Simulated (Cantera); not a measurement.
Feed: 1 mol SiHCl3, 24 mol N2, held at 53.0 Pa.

Equilibrium computed with Cantera from the NASA thermochemical tables; the gas is ideal and each condensed phase is pure. Candidate condensed phases: NH4Cl, Si, Si3N4; 28 gas species. N2 is the only nitrogen source here; it is nearly inert below about 1500 K, so the nitride shown seldom forms there in practice. Equilibrium is a limit: real reactors are often held back by kinetics, nucleation or transport.

Over these rows the condensed part is Si3N4(s). Partial pressures as log10 of bar:

```json
[
 {"T (K)": "1075", "1000/T (1/K)": "0.9302", "log p SiCl2": "-7.06", "log p N2": "-3.30", "log p HCl": "-4.71", "log p SiCl4": "-4.97"},
 {"T (K)": "1125", "1000/T (1/K)": "0.8889", "log p SiCl2": "-6.46", "log p N2": "-3.30", "log p HCl": "-4.71", "log p SiCl4": "-4.99"},
 {"T (K)": "1175", "1000/T (1/K)": "0.8511", "log p SiCl2": "?", "log p N2": "-3.30", "log p HCl": "-4.71", "log p SiCl4": "-5.03"},
 {"T (K)": "1225", "1000/T (1/K)": "0.8163", "log p SiCl2": "-5.46", "log p N2": "-3.30", "log p HCl": "-4.71", "log p SiCl4": "-5.11"},
 {"T (K)": "1275", "1000/T (1/K)": "0.7843", "log p SiCl2": "-5.09", "log p N2": "-3.31", "log p HCl": "-4.72", "log p SiCl4": "-5.31"},
 {"T (K)": "1325", "1000/T (1/K)": "0.7547", "log p SiCl2": "-4.85", "log p N2": "-3.31", "log p HCl": "-4.73", "log p SiCl4": "-5.69"}
]
```

Problem. Fit log p(SiCl2) = a + b·(1000/T) to the five rows, give the apparent enthalpy, and predict the row at 1175 K.

Solution. Means: 1000/T = 0.8349, log p = -5.784. Sxy = -0.274156, Sxx = 0.0213364, so b = -12.85 and a = -5.784 − (-12.85)×0.8349 = 4.94.
Apparent enthalpy: −19.145 × (-12.85) = 246 kJ/mol. With the condensed phases at unit activity, 1/6 Si3N4(s) + 1/2 SiCl4(g) = SiCl2(g) + 1/3 N2(g) links this pressure to the main gases: over the six rows their terms move log p by -0.36 in all, so the slope isn't that reaction's ΔH° alone. The five rows lie within 0.09 of the line.
Prediction at 1175 K: 4.94 + (-12.85)×0.8511 = -6.00. The computed value is -5.93, 0.07 from the line.
